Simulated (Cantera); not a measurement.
# Catalytic combustion on Pt

An isothermal plug-flow reactor at 950 K and 2.20 bar (inlet), inlet velocity 2.5 m/s, active area per volume 3000 1/m; feed 1.46 % H₂, 2.25 % O₂, 88.8 % N₂, 7.53 % H₂O, equivalence ratio 0.32.

Cantera simulation using Deutschmann's 1995 Pt surface mechanism with GRI-Mech 3.0 gas chemistry; the numbers are that mechanism's predictions, not measurements. Catalytic surfaces can have several steady states; this one follows from the mechanism file's or the stated starting coverage. Mass transfer to the wall is taken as infinitely fast.

| z (m) | x H₂ | x O₂ | x H₂O | θ free Pt | θ O* | θ OH* |
|---|---|---|---|---|---|---|
| 4.3e-05 | 0.00372 | 0.0171 | 0.0867 | 0.461 | 0.527 | 0.0118 |
| 8.3e-05 | 0.00195 | 0.0162 | 0.0885 | 0.294 | 0.695 | 0.0109 |
| 0.00016 | 0.000822 | 0.0157 | 0.0897 | 0.225 | 0.765 | 0.0100 |
| 0.00031 | 0.000201 | 0.0154 | 0.0903 | 0.200 | 0.791 | 0.00959 |
| 0.00059 | 1.72e-5 | 0.0153 | 0.0905 | 0.193 | 0.797 | 0.00948 |
| 0.0011 | 2.07e-7 | 0.0153 | 0.0905 | 0.193 | 0.798 | 0.00947 |
| 0.0022 | 2.38e-10 | 0.0153 | 0.0905 | 0.193 | 0.798 | 0.00947 |
| 0.0043 | 2.23e-10 | 0.0153 | 0.0905 | 0.193 | 0.798 | 0.00947 |
x: gas mole fraction; θ: surface coverage.
